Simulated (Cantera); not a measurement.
A jet of CH4 : O2 : N2 = 0.02 : 0.053 : 0.79 (molar parts), equivalence ratio 0.75 at 300 K and 4400 Pa hits a platinum plate 2.3 cm away at a mass flux of 0.053 kg/m²/s; the plate temperature is set and raised in steps from an oxygen-covered start.

Detailed kinetics in Cantera: Deutschmann's 1995 Pt surface mechanism with GRI-Mech 3.0 gas chemistry. Catalytic surfaces can have several steady states; this one follows from the mechanism file's or the stated starting coverage.

x: mole fraction at the wall; θ: surface coverage.

```tsv
plate T (K)	wall x CH4	wall x O2	wall x H2O	wall x OH	wall x CO	wall x CO2	θ free Pt	θ O*
900	0.0165	0.0472	0.0125	2.59e-8	7.84e-6	0.00817	0.288	0.711
950	___	___	___	___	___	___	___	___
1000	0.0111	0.0358	0.0224	2.32e-7	1.05e-5	0.0147	0.456	0.543
1050	0.00915	0.0317	0.0260	5.58e-7	1.20e-5	0.0171	0.537	0.462
1100	0.00770	0.0287	0.0286	1.21e-6	1.40e-5	0.0189	0.612	0.387
1150	0.00665	0.0265	0.0304	2.40e-6	1.67e-5	0.0201	0.680	0.320
1200	___	0.0249	0.0318	___	___	0.0210	___	___
```

### Question
Some entries are withheld; supply them.

### Answer

- 950, wall x CH4: 0.0136
- 950, wall x O2: 0.0411
- 950, wall x H2O: 0.0178
- 950, wall x OH: 8.44e-8
- 950, wall x CO: 9.19e-6
- 950, wall x CO2: 0.0117
- 950, θ free Pt: 0.372
- 950, θ O*: 0.627
- 1200, wall x CH4: 0.00589
- 1200, wall x OH: 4.42e-6
- 1200, wall x CO: 2.04e-5
- 1200, θ free Pt: 0.740
- 1200, θ O*: 0.260
